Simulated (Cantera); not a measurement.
Cantera run:

```python
import numpy as np
import cantera as ct

gas_names = """
    AL ALCL ALCL2 ALCL3 ALH AL2 AL2CL6 CL CL2 H HCL H2
""".split()
cond_names = """
    AL(cr) AL(L) ALCL3(s) ALCL3(L)
""".split()


def load(file, names, dense=False):
    # The tables refer to 1 bar. Condensed volumes are neglected.
    table = {s.name: s for s in ct.Species.list_from_file(file)}
    out = []
    for n in names:
        d = dict(table[n].input_data)
        d["thermo"] = dict(d["thermo"], **{"reference-pressure": 1e5})
        if dense:
            d["equation-of-state"] = {"model": "constant-volume", "density": "1e6 g/cm^3"}
        out.append(ct.Species.from_dict(d))
    return out


gas = ct.Solution(thermo="ideal-gas", species=load("nasa_gas.yaml", gas_names))
cond = {s.name: ct.Solution(thermo="fixed-stoichiometry", species=[s], name=s.name)
        for s in load("nasa_condensed.yaml", cond_names, dense=True)}
atoms = {
    'Al': {'AL': 1},
    'HCl': {'H': 1, 'CL': 1},
    'H2': {'H': 2},
}
top_T = {}  # K; cautious upper limits of use, not melting points


def equilibrate(T, P, feed):
    n = {}
    for name, mol in feed.items():
        for a, k in atoms[name].items():
            n[a] = n.get(a, 0.0) + k * mol
    gas.TPX = T, P, n
    mass = sum(n.values()) * gas.mean_molecular_weight
    gas.equilibrate("TP")
    valid = [c for c in cond.values() if c.min_temp <= T <= top_T.get(c.name, c.max_temp)]
    mix = ct.Mixture([(gas, mass / gas.mean_molecular_weight)] + [(c, 0.0) for c in valid])
    mix.T, mix.P = T, P
    mix.equilibrate("TP", solver="vcs", rtol=1e-11, max_steps=5000)
    return mix


results = []
T = 848  # K
P = 133.322  # Pa
for m in [22, 30, 39, 47, 55, 63, 71, 79, 88, 96]:
    feed = {'Al': 1, 'HCl': 2.2, 'H2': m}  # mol
    mix = equilibrate(T, P, feed)
    results.append((T, P, feed, dict(zip(mix.species_names, mix.species_moles))))

top = {s: max(r[3][s] / sum(r[3][g] for g in gas_names) for r in results) for s in gas_names}
cols = sorted((s for s in top if top[s] > 1e-05), key=lambda s: -top[s])[:7]
seen = [c for c in cond_names if any(r[3].get(c, 0) > 1e-12 for r in results)]
print("log10 of partial pressures in bar; condensed amounts in mol")
print(f"{'n(H2)':>10s}" + "".join(f"{s[:9]:>10s}" for s in cols + seen))
for T, P, feed, n in results:
    ng = sum(n[g] for g in gas_names)
    print(f"{feed['H2']:10.4g}" + "".join(f"{np.log10(max(n[s] / ng * P / 1e5, 1e-99)):10.3f}" for s in cols)
          + "".join(f"{n.get(c, 0):10.4g}" for c in seen))
```

Result:

```
log10 of partial pressures in bar; condensed amounts in mol
     n(H2)        H2     ALCL3      ALCL     ALCL2    AL(cr)
        22    -2.891    -4.431    -5.011    -6.131    0.1455
        30    -2.887    -4.565    -5.055    -6.220    0.1212
        39    -2.885    -4.681    -5.094    -6.298   0.09661
        47    -2.883    -4.766    -5.123    -6.354   0.07651
        55    -2.882    -4.839    -5.147    -6.403   0.05771
        63    -2.882    -4.902    -5.168    -6.445   0.03999
        71    -2.881    -4.959    -5.187    -6.483   0.02316
        79    -2.880    -5.010    -5.204    -6.517  0.007114
        88    -2.880    -5.059    -5.238    -6.558         0
        96    -2.880    -5.096    -5.275    -6.595         0
```

Cantera equilibrium calculation (NASA polynomials, part measured and part estimated; ideal gas, pure solids and liquids). The tables' values for AlCl2 are old estimates; treat these amounts as uncertain.
